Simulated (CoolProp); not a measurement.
Saturated liquid density (kg/m³) of n-perfluorohexane: the reference equation beside estimates from Tc = 448.0 K, pc = 17.42 bar, ω = 0.497.

Values from CoolProp's reference Helmholtz-energy equation of state, Gao 2022.

```tsv
T (K)	reference	van der Waals	Soave-Redlich-Kwong	Peng-Robinson
227	1875	1032	1605	1803
238.9	1842	1017	1584	1781
250.8	1809	1000	1561	1757
262.7	1776	983.2	1537	1731
274.7	1743	965.4	1511	1703
286.6	1709	947.0	1484	1674
298.5	1675	927.8	1454	1641
310.4	1640	907.7	1421	1606
322.4	1603	886.4	1386	1568
334.3	1565	864.1	1348	1526
346.2	1526	840.4	1306	1480
358.2	1483	815.0	1260	1429
370.1	1438	787.9	1210	1373
382	1389	758.6	1154	1310
393.9	1334	726.3	1091	1237
```

Absolute difference from the reference over all 15 rows, mean and median: van der Waals 44.9 and 44.8 %, Soave-Redlich-Kwong 14.4 and 13.9 %, Peng-Robinson 3.3 and 2.9 %.
